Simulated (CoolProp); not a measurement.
Vapour-liquid equilibrium of propylene (1) + 1-butene (2) at 287.1 K; x and y are mole fractions of (1).

The numbers come from the multi-fluid Helmholtz-energy mixture model, Lemmon 2013 and Lemmon 2005; pair parameters Bell 2016 in CoolProp.

Q: Give the bubble pressure and the first vapour's composition at x = 0.05, 0.35, 0.65. Is there an azeotrope?

A: x = 0.05: 239.8 kPa, y = 0.161; x = 0.35: 426.0 kPa, y = 0.656; x = 0.65: 621.7 kPa, y = 0.863. No azeotrope shows between x = 0.05 and 0.95.

Pair parameters are fitted to limited data, so mixtures are less certain than the pure fluids.
